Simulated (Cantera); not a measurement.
A Cantera script and what it prints.

```python
import numpy as np
import cantera as ct

gas_names = """
    C CO CO2 C2 C2O C3 C3O2 C4 C5 Mg MgO Mg2 O O2 O3
""".split()
cond_names = """
    C(gr) Mg(cr) Mg(L) MgCO3(s) MgO(s) MgO(L)
""".split()


def load(file, names, dense=False):
    # The tables refer to 1 bar. Condensed volumes are neglected.
    table = {s.name: s for s in ct.Species.list_from_file(file)}
    out = []
    for n in names:
        d = dict(table[n].input_data)
        d["thermo"] = dict(d["thermo"], **{"reference-pressure": 1e5})
        if dense:
            d["equation-of-state"] = {"model": "constant-volume", "density": "1e6 g/cm^3"}
        out.append(ct.Species.from_dict(d))
    return out


gas = ct.Solution(thermo="ideal-gas", species=load("nasa_gas.yaml", gas_names))
cond = {s.name: ct.Solution(thermo="fixed-stoichiometry", species=[s], name=s.name)
        for s in load("nasa_condensed.yaml", cond_names, dense=True)}
atoms = {
    'MgO': {'Mg': 1, 'O': 1},
    'C': {'C': 1},
    'CO': {'C': 1, 'O': 1},
}
top_T = {'C(gr)': 4500}  # K; cautious upper limits of use, not melting points


def equilibrate(T, P, feed):
    n = {}
    for name, mol in feed.items():
        for a, k in atoms[name].items():
            n[a] = n.get(a, 0.0) + k * mol
    gas.TPX = T, P, n
    mass = sum(n.values()) * gas.mean_molecular_weight
    gas.equilibrate("TP")
    valid = [c for c in cond.values() if c.min_temp <= T <= top_T.get(c.name, c.max_temp)]
    mix = ct.Mixture([(gas, mass / gas.mean_molecular_weight)] + [(c, 0.0) for c in valid])
    mix.T, mix.P = T, P
    mix.equilibrate("TP", solver="vcs", rtol=1e-11, max_steps=5000)
    return mix


results = []
feed = {'MgO': 1, 'C': 1, 'CO': 2.7}  # mol
T = 1625  # K
for P in [10, 68, 460, 3200, 22000, 150000, 1000000]:
    mix = equilibrate(T, P, feed)
    results.append((T, P, feed, dict(zip(mix.species_names, mix.species_moles))))
    x = sorted(zip(gas.X, gas.species_names), reverse=True)
    print(f"T = {T:g} K  P = {P:g} Pa  gas = {mix.phase_moles(0):.4g} mol")
    print("   x: " + "  ".join(f"{s} {v:.3e}" for v, s in x if v > 0.001))
    print("   condensed (mol): " + ("  ".join(f"{mix.phase(i).name} {mix.phase_moles(i):.4g}"
          for i in range(1, mix.n_phases) if mix.phase_moles(i) > 1e-12) or "none"))
```

Output:

```
T = 1625 K  P = 10 Pa  gas = 4.7 mol
   x: CO 7.872e-01  Mg 2.128e-01
   condensed (mol): C(gr) 6.996e-08
T = 1625 K  P = 68 Pa  gas = 4.7 mol
   x: CO 7.872e-01  Mg 2.128e-01
   condensed (mol): C(gr) 4.766e-07
T = 1625 K  P = 460 Pa  gas = 4.7 mol
   x: CO 7.872e-01  Mg 2.128e-01
   condensed (mol): C(gr) 3.224e-06
T = 1625 K  P = 3200 Pa  gas = 2.851 mol
   x: CO 9.735e-01  Mg 2.649e-02
   condensed (mol): C(gr) 0.9245  MgO(s) 0.9245
T = 1625 K  P = 22000 Pa  gas = 2.703 mol
   x: CO 9.994e-01
   condensed (mol): C(gr) 0.9987  MgO(s) 0.9985
T = 1625 K  P = 150000 Pa  gas = 2.699 mol
   x: CO 9.996e-01
   condensed (mol): C(gr) 1.001  MgO(s) 1
T = 1625 K  P = 1e+06 Pa  gas = 2.694 mol
   x: CO 9.976e-01  CO2 2.395e-03
   condensed (mol): C(gr) 1.006  MgO(s) 1
```

Method: chemical equilibrium by Gibbs-energy minimisation in Cantera with the NASA 1993 tables (ideal gas, pure condensed phases).
